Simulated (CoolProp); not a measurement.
Vapour-liquid equilibrium of propane (1) + n-pentane (2) at 52.05 °C; x and y are mole fractions of (1).

Model: multi-fluid Helmholtz-energy mixture model, Lemmon 2009 and Thol 2019; pair parameters Kunz 2012, in CoolProp.

```tsv
x	bubble pressure (MPa)	y at the bubble point	dew pressure at overall composition x (MPa)	liquid density (mol/L)
0.05	0.2504	0.336	0.1782	8.281
0.125	0.3686	0.566	0.1929	8.386
0.2	0.4844	0.684	0.2102	8.512
0.275	0.5988	0.758	0.2307	8.655
0.35	0.7126	0.809	0.2556	8.813
0.425	0.8266	0.846	0.2863	8.984
0.5	0.9413	0.876	0.3251	9.164
0.575	1.057	0.901	0.3757	9.349
0.65	1.175	0.921	0.4442	9.533
0.725	1.295	0.940	0.5419	9.709
0.8	1.420	0.957	0.6904	9.866
0.875	1.550	0.973	0.9361	9.993
0.95	1.690	0.989	1.370	10.07
```

No azeotrope shows between x = 0.05 and 0.95.

Pair parameters are fitted to limited data, so mixtures are less certain than the pure fluids.
